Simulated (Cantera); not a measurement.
Input (Python, Cantera) and output of one run.

```python
import numpy as np
import cantera as ct

gas_names = """
    AL ALCL ALCL2 ALCL3 ALH ALN AL2 AL2CL6 CL CL2 H HCL H2 N NH NH2 NH3 N2 N2H2 N2H4
""".split()
cond_names = """
    AL(cr) AL(L) ALCL3(s) ALCL3(L) ALN(s) NH4CL(a) NH4CL(b)
""".split()


def load(file, names, dense=False):
    # The tables refer to 1 bar. Condensed volumes are neglected.
    table = {s.name: s for s in ct.Species.list_from_file(file)}
    out = []
    for n in names:
        d = dict(table[n].input_data)
        d["thermo"] = dict(d["thermo"], **{"reference-pressure": 1e5})
        if dense:
            d["equation-of-state"] = {"model": "constant-volume", "density": "1e6 g/cm^3"}
        out.append(ct.Species.from_dict(d))
    return out


gas = ct.Solution(thermo="ideal-gas", species=load("nasa_gas.yaml", gas_names))
cond = {s.name: ct.Solution(thermo="fixed-stoichiometry", species=[s], name=s.name)
        for s in load("nasa_condensed.yaml", cond_names, dense=True)}
atoms = {
    'AlN': {'AL': 1, 'N': 1},
    'HCl': {'H': 1, 'CL': 1},
    'N2': {'N': 2},
}
top_T = {'ALN(s)': 2750}  # K; cautious upper limits of use, not melting points


def equilibrate(T, P, feed):
    n = {}
    for name, mol in feed.items():
        for a, k in atoms[name].items():
            n[a] = n.get(a, 0.0) + k * mol
    gas.TPX = T, P, n
    mass = sum(n.values()) * gas.mean_molecular_weight
    gas.equilibrate("TP")
    valid = [c for c in cond.values() if c.min_temp <= T <= top_T.get(c.name, c.max_temp)]
    mix = ct.Mixture([(gas, mass / gas.mean_molecular_weight)] + [(c, 0.0) for c in valid])
    mix.T, mix.P = T, P
    mix.equilibrate("TP", solver="vcs", rtol=1e-11, max_steps=5000)
    return mix


results = []
feed = {'AlN': 1, 'HCl': 0.02, 'N2': 2.1}  # mol
T = 1548.15  # K
P = 101325  # Pa
mix = equilibrate(T, P, feed)
results.append((T, P, feed, dict(zip(mix.species_names, mix.species_moles))))
print(gas.report(threshold=1e-06))
for i in range(1, mix.n_phases):
    print(f"{mix.phase(i).name:16s} {mix.phase_moles(i):12.5e} mol")
```

Result:

```
       temperature   1548.2 K
          pressure   1.0133e+05 Pa
           density   0.22186 kg/m^3
  mean mol. weight   28.185 kg/kmol
   phase of matter   gas

                          1 kg             1 kmol
                     ---------------   ---------------
          enthalpy        1.3711e+06        3.8643e+07  J
   internal energy        9.1435e+05        2.5771e+07  J
           entropy            8641.5        2.4356e+05  J/K
    Gibbs function       -1.2007e+07       -3.3842e+08  J
 heat capacity c_p            1242.2             35012  J/K
 heat capacity c_v            947.22             26697  J/K

                      mass frac. Y      mole frac. X     chem. pot. / RT
                     ---------------   ---------------   ---------------
              ALCL        0.00016679        7.5296e-05           -44.577
             ALCL2        0.00053981        0.00015544           -70.934
             ALCL3           0.00991         0.0020948            -97.29
                CL        1.4712e-06        1.1697e-06           -26.356
                 H        6.3288e-08        1.7696e-06           -12.193
               HCL         0.0035709         0.0027606           -38.549
                H2        0.00023855         0.0033351           -24.385
                N2           0.98557           0.99158           -26.105
     [  +12 minor]        4.3942e-08        1.4891e-08

AL(L)             0.00000e+00 mol
ALCL3(L)          0.00000e+00 mol
ALN(s)            9.95069e-01 mol
```

Equilibrium computed with Cantera from the NASA thermochemical tables; the gas is ideal and each condensed phase is pure. The tables' values for AlCl2 are old estimates; treat these amounts as uncertain.
